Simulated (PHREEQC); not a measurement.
PHREEQC input (ion-association model, wateq4f.dat):

```
SOLUTION_MASTER_SPECIES
  Amm  AmmH+  0  AmmH  17.031  # ammonia with no redox link, constants of NH4+
SOLUTION_SPECIES
  PO4-3 + 3H+ = H3PO4  # constants of phreeqc.dat
    -log_k 21.721
    -delta_h -10.1 kJ
  AmmH+ = AmmH+
    -log_k 0
  AmmH+ = Amm + H+
    -log_k -9.252
    -delta_h 12.48 kcal
    -analytic 0.6322 -0.001225 -2835.76
    -gamma 2.5 0.0
  AmmH+ + SO4-2 = AmmHSO4-
    -log_k 1.11
    -gamma 5.0 0.0
PHASES
  Amm(g)
    Amm = Amm
    -log_k 1.770
    -delta_h -8.170 kcal
EXCHANGE_SPECIES
  AmmH+ + X- = AmmHX
    -log_k 0.6
SOLUTION 1
  temp 21
  units mol/kgw
  pH 7 charge
  Cl 0.0038
  Na 0.0038
SOLUTION 2
  temp 21
  units mol/kgw
  pH 7 charge
  F 0.3089
  Amm 0.15
  P 0.083
END
SELECTED_OUTPUT 1
  -reset false
  -pH true
  -pe true
  -ionic_strength true
  -water true
  -totals Amm Cl F Na P
  -molalities H+ Cl- F- Na+ PO4-3 HPO4-2 H2PO4- NaHPO4- O2 OH-
    HF HF2- H2F2 NaF AmmH+ Amm H3PO4
  -equilibrium_phases Halite
PRINT
  -reset false
MIX 1
  1 1
  2 0
EQUILIBRIUM_PHASES 1
  Halite 0 0
  O2(g) -0.68 10
END
# ... the last block is repeated for the other 10 points of share of solution B
```

Selected output (columns that matter, 11 of 11 rows; share of solution B added in front):

```
share of solution B	pH	mu	Amm	Cl	F	Na	P	m_H+	m_Cl-	m_F-	m_Na+	m_H2PO4-	m_OH-	m_HF
0	7.0655	0.0038001	0	0.0038	0	0.0038	0	9.139e-08	0.0038	0	0.0038	0	9.139e-08	0
0.1	2.7858	0.020247	0.015	0.00342	0.03089	0.00342	0.0083	0.0018405	0.00342	0.0092777	0.0034063	0.0069149	5.1713e-12	0.018307
0.2	2.7417	0.035107	0.03	0.00304	0.06178	0.00304	0.0166	0.0020863	0.00304	0.016305	0.0030202	0.013673	4.8452e-12	0.034195
0.3	2.7247	0.049844	0.045	0.00266	0.09267	0.00266	0.0249	0.0022056	0.00266	0.022647	0.0026372	0.02046	4.7838e-12	0.0479
0.4	2.7153	0.06454	0.06	0.00228	0.12356	0.00228	0.0332	0.0022816	0.00228	0.02852	0.0022565	0.027279	4.7831e-12	0.060079
0.5	2.7092	0.079217	0.075	0.0019	0.15445	0.0019	0.0415	0.002337	0.0019	0.034035	0.0018775	0.034123	4.8019e-12	0.07112
0.6	2.7048	0.093883	0.09	0.00152	0.18534	0.00152	0.0498	0.0023808	0.00152	0.039262	0.0014999	0.04099	4.8272e-12	0.081271
0.7	2.7013	0.10854	0.105	0.00114	0.21623	0.00114	0.0581	0.0024174	0.00114	0.044245	0.0011236	0.047874	4.8541e-12	0.090703
0.8	2.6983	0.1232	0.12	0.00076	0.24712	0.00076	0.0664	0.0024492	0.00076	0.049021	0.00074817	0.054774	4.8805e-12	0.099537
0.9	2.6957	0.13786	0.135	0.00038	0.27801	0.00038	0.0747	0.0024776	0.00038	0.053614	0.00037369	0.061688	4.9054e-12	0.10786
1	2.6934	0.15251	0.15	0	0.3089	0	0.083	0.0025034	0	0.058046	0	0.068613	4.9286e-12	0.11575
```

wateq4f.dat counts part of the HF as a dimer, H2F2, which phreeqc.dat doesn't know; its constant is uncertain. H3PO4, which wateq4f.dat lacks, is added to it with the constant of phreeqc.dat.
